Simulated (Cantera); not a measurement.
Charge: 1 mol SiHCl3, 0.019 mol Cl2, a varied amount of H2, at 13.3 mbar.

Points: T (K) = 875, 900, 925, 950, 975, 1000, 1025, 1050, 1075, 1100, 1125, 1150, 1175, 1200; n(H2) (mol) = 60, 100, 140, 190, 230, 270, 310, 350, 390, 430, 480, 520, 560.

Cantera's Mixture.equilibrate('TP', solver="vcs", rtol=1e-11, max_steps=5000) on the NASA tables stopped like this:

```
ERROR: FAILURE its = 5001!

*******************************************************************************
CanteraError thrown by MultiPhase::equilibrate:
VCS solver failed. Return code: -1
*******************************************************************************
```

Question: What got this run through?

Answer: One answer among several that fit: The failure is numerical, not chemical. The same input converged with solver="gibbs", rtol=1e-10, max_steps=50000, and the result passed a check of the equilibrium conditions:
```
    875         60  Si(cr)
    875        100  Si(cr)
    875        140  Si(cr)
    875        190  Si(cr)
    875        230  Si(cr)
    875        270  Si(cr)
    875        310  Si(cr)
    875        350  Si(cr)
    875        390  Si(cr)
    875        430  Si(cr)
    875        480  Si(cr)
    875        520  Si(cr)
    875        560  Si(cr)
    900         60  Si(cr)
    900        100  Si(cr)
    900        140  Si(cr)
    900        190  Si(cr)
    900        230  Si(cr)
    900        270  Si(cr)
    900        310  Si(cr)
    900        350  Si(cr)
    900        390  Si(cr)
    900        430  Si(cr)
    900        480  Si(cr)
    900        520  Si(cr)
    900        560  Si(cr)
    925         60  Si(cr)
    925        100  Si(cr)
    925        140  Si(cr)
    925        190  Si(cr)
    925        230  Si(cr)
    925        270  Si(cr)
    925        310  Si(cr)
    925        350  Si(cr)
    925        390  Si(cr)
    925        430  Si(cr)
    925        480  Si(cr)
    925        520  Si(cr)
    925        560  Si(cr)
    950         60  Si(cr)
    950        100  Si(cr)
    950        140  Si(cr)
    950        190  Si(cr)
    950        230  Si(cr)
    950        270  Si(cr)
    950        310  Si(cr)
    950        350  Si(cr)
    950        390  Si(cr)
    950        430  Si(cr)
    950        480  Si(cr)
    950        520  Si(cr)
    950        560  Si(cr)
    975         60  Si(cr)
    975        100  Si(cr)
    975        140  Si(cr)
    975        190  Si(cr)
    975        230  Si(cr)
    975        270  Si(cr)
    975        310  Si(cr)
    975        350  Si(cr)
    975        390  Si(cr)
    975        430  Si(cr)
    975        480  Si(cr)
    975        520  Si(cr)
    975        560  Si(cr)
   1000         60  Si(cr)
   1000        100  Si(cr)
   1000        140  Si(cr)
   1000        190  Si(cr)
   1000        230  Si(cr)
   1000        270  Si(cr)
   1000        310  Si(cr)
   1000        350  Si(cr)
   1000        390  Si(cr)
   1000        430  Si(cr)
   1000        480  Si(cr)
   1000        520  Si(cr)
   1000        560  Si(cr)
   1025         60  Si(cr)
   1025        100  Si(cr)
   1025        140  Si(cr)
   1025        190  Si(cr)
   1025        230  Si(cr)
   1025        270  Si(cr)
   1025        310  Si(cr)
   1025        350  Si(cr)
   1025        390  Si(cr)
   1025        430  Si(cr)
   1025        480  Si(cr)
   1025        520  Si(cr)
   1025        560  Si(cr)
   1050         60  Si(cr)
   1050        100  Si(cr)
   1050        140  Si(cr)
   1050        190  Si(cr)
   1050        230  Si(cr)
   1050        270  Si(cr)
   1050        310  Si(cr)
   1050        350  Si(cr)
   1050        390  Si(cr)
   1050        430  Si(cr)
   1050        480  Si(cr)
   1050        520  Si(cr)
   1050        560  Si(cr)
   1075         60  Si(cr)
   1075        100  Si(cr)
   1075        140  Si(cr)
   1075        190  Si(cr)
   1075        230  Si(cr)
   1075        270  Si(cr)
   1075        310  Si(cr)
   1075        350  Si(cr)
   1075        390  Si(cr)
   1075        430  Si(cr)
   1075        480  Si(cr)
   1075        520  Si(cr)
   1075        560  Si(cr)
   1100         60  Si(cr)
   1100        100  Si(cr)
   1100        140  Si(cr)
   1100        190  Si(cr)
   1100        230  Si(cr)
   1100        270  Si(cr)
   1100        310  Si(cr)
   1100        350  Si(cr)
   1100        390  Si(cr)
   1100        430  Si(cr)
   1100        480  Si(cr)
   1100        520  Si(cr)
   1100        560  Si(cr)
   1125         60  Si(cr)
   1125        100  Si(cr)
   1125        140  Si(cr)
   1125        190  Si(cr)
   1125        230  Si(cr)
   1125        270  Si(cr)
   1125        310  Si(cr)
   1125        350  Si(cr)
   1125        390  Si(cr)
   1125        430  Si(cr)
   1125        480  Si(cr)
   1125        520  Si(cr)
   1125        560  Si(cr)
   1150         60  Si(cr)
   1150        100  Si(cr)
   1150        140  Si(cr)
   1150        190  Si(cr)
   1150        230  Si(cr)
   1150        270  Si(cr)
   1150        310  Si(cr)
   1150        350  Si(cr)
   1150        390  Si(cr)
   1150        430  Si(cr)
   1150        480  Si(cr)
   1150        520  Si(cr)
   1150        560  Si(cr)
   1175         60  Si(cr)
   1175        100  Si(cr)
   1175        140  Si(cr)
   1175        190  Si(cr)
   1175        230  Si(cr)
   1175        270  Si(cr)
   1175        310  Si(cr)
   1175        350  Si(cr)
   1175        390  Si(cr)
   1175        430  Si(cr)
   1175        480  Si(cr)
   1175        520  Si(cr)
   1175        560  Si(cr)
   1200         60  Si(cr)
   1200        100  Si(cr)
   1200        140  Si(cr)
   1200        190  Si(cr)
   1200        230  Si(cr)
   1200        270  Si(cr)
   1200        310  Si(cr)
   1200        350  Si(cr)
   1200        390  Si(cr)
   1200        430  Si(cr)
   1200        480  Si(cr)
   1200        520  Si(cr)
   1200        560  Si(cr)
```

The gas is ideal and each condensed phase is pure. The tables' values for SiCl3 are old estimates.
